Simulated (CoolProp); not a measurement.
Vapour-liquid equilibrium of acetone (1) + ethanol (2) at 98.3 kPa; x and y are mole fractions of (1).

Values from CoolProp's multi-fluid Helmholtz-energy mixture model, Lemmon 2006 and Schroeder 2014; pair parameters Bell 2016.

Problem. Give the bubble temperature and the first vapour's composition at x = 0.05, 0.2, 0.5. Is there an azeotrope?

Solution. x = 0.05: 74.6 °C, y = 0.155; x = 0.2: 68.0 °C, y = 0.441; x = 0.5: 61.0 °C, y = 0.702. No azeotrope shows between x = 0.05 and 0.95.

The pair parameters rest on a limited set of measurements; away from them the model extrapolates.
